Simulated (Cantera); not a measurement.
A closed system holds: 1 mol SiCl4, 0.69 mol NH3, 12 mol N2, at 1725 °C and 0.0100 bar.

Method: chemical equilibrium by Gibbs-energy minimisation in Cantera with the NASA 1993 tables (ideal gas, pure condensed phases). Candidate condensed phases: NH4Cl, Si, Si3N4; 28 gas species. The tables' values for SiCl3, SiCl are old estimates; treat these amounts as uncertain. Kinetics and transport are ignored.

Base state: N2 0.797, HCl 0.114, SiCl2 0.0624, Cl 0.0141, H2 0.00924, SiCl3 0.00171, H 0.00154, SiCl 0.000281 (mole fractions); condensed: gas only.

Q: What changes in the equilibrium state with this change: temperature from 1725 °C to 1350 °C?

A: 
```tsv
species	before	after
N2	0.797	0.808
HCl	0.114	0.117
SiCl2	0.0624	0.0547
Cl	0.0141	0.000660
Si	7.94e-5	1.66e-7
SiCl4	5.37e-5	0.00271
SiCl	0.000281	5.59e-6
```
The tables' values for SiCl3 are old estimates; treat these amounts as uncertain.

Q: What changes in the equilibrium state with this change: pressure from 0.0100 bar to 0.00340 bar?

A: 
| species | before | after |
|---|---|---|
| N2 | 0.797 | 0.793 |
| HCl | 0.114 | 0.108 |
| SiCl2 | 0.0624 | 0.0625 |
| Cl | 0.0141 | 0.0210 |
| H2 | 0.00924 | 0.0111 |
| Si | 7.94e-5 | 0.000312 |
| SiCl4 | 5.37e-5 | 1.37e-5 |

Q: What changes in the equilibrium state with this change: temperature from 1725 °C to 825 °C?

A: 
| species | before | after |
|---|---|---|
| N2 | 0.797 | 0.831 |
| HCl | 0.114 | 0.113 |
| SiCl4 | 5.37e-5 | 0.0402 |
| SiCl2 | 0.0624 | 4.05e-5 |
| Cl | 0.0141 | 2.08e-7 |
| H2 | 0.00924 | 0.0145 |
| SiCl | 0.000281 | <1e-9 |
| Si | 7.94e-5 | <1e-9 |
| H | 0.00154 | 2.98e-8 |
| SiHCl3 | 1.70e-6 | 7.50e-5 |
| SiCl3 | 0.00171 | 0.000340 |
| Si3N4(s), mol | 0 | 0.137 |
The tables' values for SiCl3 are old estimates; treat these amounts as uncertain.
